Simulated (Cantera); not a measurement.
Input: 1 mol V2O5, 0.97 mol H2, a varied amount of N2, at 1330 Pa.

Equilibrium computed with Cantera from the NASA thermochemical tables; the gas is ideal and each condensed phase is pure. Candidate condensed phases: H2O, V, VN, VO, V2O3, V2O4, V2O5; 28 gas species. Mutual solubility and eutectic melting of coexisting phases are not modelled. Condensed phases not in the tables: the oxides between V2O3 and V2O5 other than VO2. Equilibrium is a limit: real reactors are often held back by kinetics, nucleation or transport.

### Question
What condenses at these points (T in °C, n(N2) in mol): (1275, 57); (1875, 35); (1275, 6.2); (1875, 7.9); (1575, 35); (1800, 13); (1800, 27)?

### Answer
| T (°C) | n(N2) in mol | condensed phases | V condensed (%) |
|---|---|---|---|
| 1275 | 57 | V2O4 | 99.9 |
| 1875 | 35 | gas only | 0.0 |
| 1275 | 6.2 | V2O4 | 100.0 |
| 1875 | 7.9 | V2O3 | 20.9 |
| 1575 | 35 | V2O3 + V2O4 | 90.3 |
| 1800 | 13 | V2O3 + V2O4 | 41.6 |
| 1800 | 27 | V2O3 | 16.4 |
